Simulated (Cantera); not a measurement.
# Equilibrium for aluminium and copper etching: Al + Br2

A closed system holds: 1 mol Al, 1.4 mol Br2, equilibrated at 26.0 Pa.

Cantera equilibrium calculation (NASA polynomials, part measured and part estimated; ideal gas, pure solids and liquids). Candidate condensed phases: Al, AlBr3, Br2; 7 gas species. Kinetics and transport are ignored.

From 377 °C to 627 °C the condensed part is Al(s). From 677 °C to 977 °C nothing is condensed. The main Al-bearing gas is AlBr3 throughout.

| T (°C) | x AlBr3 | x AlBr | x Al2Br6 | x Br | n Al(s) |
|---|---|---|---|---|---|
| 377 | 0.989 | 3.01e-5 | 0.0110 | <1e-12 | 0.0666 |
| 427 | 0.997 | 0.000219 | 0.00261 | <1e-12 | 0.0665 |
| 477 | 0.998 | 0.00121 | 0.000749 | 4.75e-12 | 0.0659 |
| 527 | 0.994 | 0.00538 | 0.000251 | 5.83e-11 | 0.0633 |
| 577 | 0.980 | 0.0199 | 9.44e-5 | 5.32e-10 | 0.0541 |
| 627 | 0.937 | 0.0626 | 3.73e-5 | 3.76e-9 | 0.0260 |
| 677 | 0.900 | 0.100 | 1.64e-5 | 2.86e-8 | 0 |
| 727 | 0.900 | 0.100 | 8.42e-6 | 2.23e-7 | 0 |
| 777 | 0.900 | 0.100 | 4.64e-6 | 1.43e-6 | 0 |
| 827 | 0.900 | 0.100 | 2.71e-6 | 7.74e-6 | 0 |
| 877 | 0.900 | 0.100 | 1.67e-6 | 3.62e-5 | 0 |
| 927 | 0.900 | 0.100 | 1.07e-6 | 0.000149 | 0 |
| 977 | 0.899 | 0.100 | 7.13e-7 | 0.000545 | 0 |
x: gas mole fraction; n: condensed amount in mol.
